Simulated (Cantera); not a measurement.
Feed: 1 mol Fe(CO)5, 1.5 mol H2, held at 0.00880 bar.

Method: chemical equilibrium by Gibbs-energy minimisation in Cantera with the NASA 1993 tables (ideal gas, pure condensed phases). Candidate condensed phases: C, C6H6, C7H8, C8H18, Fe, Fe(CO)5, FeO, Fe(OH)2, Fe(OH)3, Fe2O3, Fe3O4, H2O; 114 gas species. Kinetics and transport are ignored.

Task: At 975 °C, list the 4 most abundant gas species with their mole fractions, and the condensed phases.

Result: CO 0.769, H2 0.231, CO2 5.14e-5, H2O 2.40e-5. Condensed: Fe(γ).
